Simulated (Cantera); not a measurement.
A Cantera script and its output.

```python
import numpy as np
import cantera as ct

gas = ct.Solution("gri30.yaml")
gas.TPX = 1225, 101325, {'N2O': 1, 'H2O': 0.087}
inlet = ct.Reservoir(gas, clone=True)

reactor = ct.IdealGasConstPressureReactor(gas, energy="off", clone=False)
exhaust = ct.Reservoir(gas, clone=True)
tau = [0.32, 0.1, 0.034, 0.011, 0.0036, 0.0012, 0.00039][0]
for a, b in ((inlet, reactor), (reactor, exhaust)):
    ct.MassFlowController(a, b, mdot=lambda t: reactor.mass / tau)
net = ct.ReactorNet([reactor])
show = ['N2O', 'H2O', 'H', 'HO2', 'NO', 'H2']

rows = []
print(f"{'tau/s':>10s}{'T/K':>9s}" + "".join(f"{s:>11s}" for s in show))
for tau in [0.32, 0.1, 0.034, 0.011, 0.0036, 0.0012, 0.00039]:
    net.initial_time = 0.0
    net.advance(30 * tau)
    before = gas.X
    net.advance(40 * tau)
    drift = np.max(np.abs(gas.X - before) / (gas.X + 1e-9))
    rows.append([gas.T, *gas[show].X, drift])
    print(f"{tau:10.3e}{gas.T:9.1f}" + "".join(f"{x:11.3e}" for x in gas[show].X))
```

It prints:

```
     tau/s      T/K        N2O        H2O          H        HO2         NO         H2
 3.200e-01   1225.0  5.956e-01  7.115e-02  3.942e-09  6.423e-07  1.746e-02  7.543e-08
 1.000e-01   1225.0  7.789e-01  7.617e-02  4.657e-09  1.398e-06  7.843e-03  9.709e-08
 3.400e-02   1225.0  8.651e-01  7.853e-02  5.310e-09  2.643e-06  3.007e-03  1.330e-07
 1.100e-02   1225.0  9.012e-01  7.951e-02  5.914e-09  4.343e-06  1.006e-03  1.951e-07
 3.600e-03   1225.0  9.137e-01  7.985e-02  6.058e-09  5.934e-06  3.459e-04  2.387e-07
 1.200e-03   1225.0  9.179e-01  7.997e-02  5.463e-09  6.809e-06  1.271e-04  1.765e-07
 3.900e-04   1225.0  9.193e-01  8.001e-02  4.105e-09  5.737e-06  4.517e-05  6.705e-08
```

Computed with Cantera and GRI-Mech 3.0 (53 species, 325 reactions). GRI-Mech 3.0 was tuned for natural gas; its chemistry of N2O as a main component is partial and can be far from experiment. The mechanism lacks the step 2 NO + O2 → 2 NO2, which can matter for NO2 below about 1400 K. The temperature is held fixed by assumption; the heat of reaction is taken as removed at once.
